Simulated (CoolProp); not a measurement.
Properties of 1-butene along the isotherm 354.2 K (Tc = 419.3 K, pc = 4006 kPa, ω = 0.192).

Model: reference Helmholtz-energy equation of state, Lemmon 2005, in CoolProp. It is a short technical equation, of lower accuracy than the large ones.

```tsv
p (kPa)	phase	cv (kJ/(kg K))	speed of sound (m/s)	Joule-Thomson coefficient (K/MPa)	isothermal compressibility (1/MPa)	expansivity (1/kK)
751	gas	1.662	214.0	17.60	1.550	4.395
1500	liquid	1.763	581.0	0.1717	0.008948	3.493
2250	liquid	1.762	597.5	0.1299	0.008320	3.327
3000	liquid	1.760	613.0	0.09327	0.007784	3.184
3760	liquid	1.759	628.0	0.06047	0.007315	3.056
4510	liquid	1.759	642.0	0.03159	0.006910	2.945
5260	liquid	1.758	655.4	0.005618	0.006553	2.845
6010	liquid	1.757	668.3	-0.01791	0.006234	2.755
```
